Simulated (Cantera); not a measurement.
Equilibrium for boron, boron nitride and boron oxide: B + NH₃ + N₂ + O₂

Feed: 1 mol B, a varied amount of NH₃, 1.6 mol N₂, 2.5 mol O₂, at 2300 K and 0.740 bar.

Method: chemical equilibrium by Gibbs-energy minimisation in Cantera with the NASA 1993 tables (ideal gas, pure condensed phases). Candidate condensed phases: B, BN, B₂O₃, B₃O₃H₃, H₂O; 39 gas species. The numbers say what is thermodynamically allowed, not how fast it happens.

| n(NH₃) (mol) | x H₂ | x N₂ | x H₂O | x HBO₂ | x O₂ | x OH |
|---|---|---|---|---|---|---|
| 2 | 0.00500 | 0.404 | 0.390 | 0.137 | 0.0354 | 0.0100 |
| 3 | 0.122 | 0.381 | 0.373 | 0.111 | 5.42e-5 | 0.00193 |
| 4.6 | 0.296 | 0.344 | 0.269 | 0.0790 | 4.79e-6 | 0.000895 |
| 7.1 | 0.432 | 0.315 | 0.187 | 0.0539 | 1.09e-6 | 0.000517 |
| 11 | 0.531 | 0.293 | 0.128 | 0.0356 | 3.36e-7 | 0.000317 |
| 16 | 0.592 | 0.280 | 0.0910 | 0.0245 | 1.37e-7 | 0.000214 |
| 25 | 0.643 | 0.269 | 0.0604 | 0.0152 | 5.13e-8 | 0.000137 |
x: gas mole fraction; nothing condenses.

From 2 mol NH₃ to 25 mol NH₃ nothing is condensed. The main B-bearing gas is HBO₂ throughout.
